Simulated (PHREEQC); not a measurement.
4 g of hydrous ferric oxide (600 m²/g; 0.2 weak and 0.005 strong sites per Fe, Dzombak-Morel constants, diffuse double layer) in 1 kg of water with 0.3 mol/kgw of an inert sodium salt, at 25 °C; the pH is set by adding NaOH or the inert anion's acid. O2 is buffered at 0.21 atm. No CO2 enters from the air. Precipitation was switched off in this run.

The numbers come from PHREEQC with the ion-association model, wateq4f.dat.

```
pH    surface charge σ (C/m²)  surface potential ψ (mV)
----  -----------------------  ------------------------
3                       0.368                       125
3.5                     0.363                       125
4                       0.349                       123
4.5                     0.319                       118
5                       0.270                       110
5.5                     0.211                        98
6                       0.154                        83
6.5                     0.106                        65
7                       0.066                        46
7.5                     0.034                        26
8                       0.006                         5
8.5                    -0.021                       -17
9                      -0.051                       -38
9.5                    -0.087                       -57
10                     -0.132                       -75
10.5                   -0.185                       -91
11                     -0.244                      -105
```

The oxide is taken as insoluble; below pH 4 it would dissolve.
